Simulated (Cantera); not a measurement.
## Diamond growth

A diamond (100) surface in a fixed gas of H2 with x(CH4) = 0.017, x(H) = 0.013, x(CH3) = 0.0005, at 1025 K; coverages are run to steady state.

Computed with Cantera and the Harris–Goodwin 1993 mechanism for the reconstructed diamond (100) surface.

```tsv
P (Pa)	growth (µm/h)	θ c6HH	θ c6H*	θ c6*H	θ c6**	θ c6HM
420	0.931	0.563	0.0202	0.385	0.0113	0.0141
830	2.07	0.562	0.0201	0.384	0.0112	0.0159
1600	4.27	0.561	0.0201	0.384	0.0112	0.0170
3300	9.16	0.560	0.0201	0.383	0.0112	0.0177
6400	18.1	0.560	0.0202	0.383	0.0112	0.0181
13000	37.1	0.560	0.0204	0.383	0.0113	0.0183
25000	71.9	0.560	0.0207	0.382	0.0113	0.0184
50000	145	0.560	0.0214	0.382	0.0114	0.0185
```
θ: site fractions in the mechanism's names (c6HH fully hydrogenated, c6H* and c6*H radical sites, c6** diradical, c6HM methylated).
